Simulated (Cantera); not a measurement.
An adiabatic, constant-pressure homogeneous reactor starts with C3H8 : O2 : N2 = 1 : 8.06 : 96.8 (molar parts), at 1100 K and 13.0 bar. Integrator tolerance rtol = 1e-08.

Detailed kinetics in Cantera: GRI-Mech 3.0 (53 species, 325 reactions). GRI-Mech 3.0 was tuned for natural gas; its chemistry of propane as a main component is partial and can be far from experiment. The pressure lies above the range GRI-Mech 3.0 was tuned for (to about 10 atm).

Task: What does this change do: 1.9 parts CO2 added?

Result: 
```csv
quantity,before,after
time of steepest temperature rise,17.5 ms,17.7 ms
temperature at 3.00 s,1640 K,1625 K
equilibrium temperature,1638 K,1623 K
x(C3H8) at 3.00 s,<1e-12 (gas-phase equilibrium <1e-12),<1e-12 (gas-phase equilibrium <1e-12)
x(O2) at 3.00 s,0.0286 (gas-phase equilibrium 0.0282),0.0281 (gas-phase equilibrium 0.0277)
x(C2H6) at 3.00 s,<1e-12 (gas-phase equilibrium <1e-12),<1e-12 (gas-phase equilibrium <1e-12)
x(NO) at 3.00 s,9.66e-6 (gas-phase equilibrium 0.000895),6.83e-6 (gas-phase equilibrium 0.000829)
x(O) at 3.00 s,1.09e-6 (gas-phase equilibrium 1.06e-6),9.16e-7 (gas-phase equilibrium 8.88e-7)
x(HCN) at 3.00 s,<1e-12 (gas-phase equilibrium <1e-12),<1e-12 (gas-phase equilibrium <1e-12)
```

Task: What does this change do: O2 8.06 to 11 parts?

Result: 
```csv
quantity,before,after
time of steepest temperature rise,17.5 ms,13.0 ms
temperature at 3.00 s,1640 K,1626 K
equilibrium temperature,1638 K,1623 K
x(C3H8) at 3.00 s,<1e-12 (gas-phase equilibrium <1e-12),<1e-12 (gas-phase equilibrium <1e-12)
x(O2) at 3.00 s,0.0286 (gas-phase equilibrium 0.0282),0.0546 (gas-phase equilibrium 0.0540)
x(C2H6) at 3.00 s,<1e-12 (gas-phase equilibrium <1e-12),<1e-12 (gas-phase equilibrium <1e-12)
x(NO) at 3.00 s,9.66e-6 (gas-phase equilibrium 0.000895),1.02e-5 (gas-phase equilibrium 0.00115)
x(O) at 3.00 s,1.09e-6 (gas-phase equilibrium 1.06e-6),1.28e-6 (gas-phase equilibrium 1.23e-6)
x(HCN) at 3.00 s,<1e-12 (gas-phase equilibrium <1e-12),<1e-12 (gas-phase equilibrium <1e-12)
```
